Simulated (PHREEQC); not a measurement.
Dissolve 0.036 mol/kgw H2SO4 and 7.4e-07 mol/kgw H4SiO4 at 55 °C. Closed to the air; pH follows from the charge balance.

All values are PHREEQC results (Pitzer model, pitzer.dat), not measurements.

**Question.** The ionic strength comes out as 0.0515 mol/kgw. What activity coefficients do H+, SO4-2, HSO4- get?

**Answer.** H+ 0.81, SO4-2 0.37, HSO4- 0.82. Single-ion values are on the MacInnes scale.

Precipitation was switched off in this run. Species that the database lacks are ignored. Constants without temperature data keep their 25 °C values here.
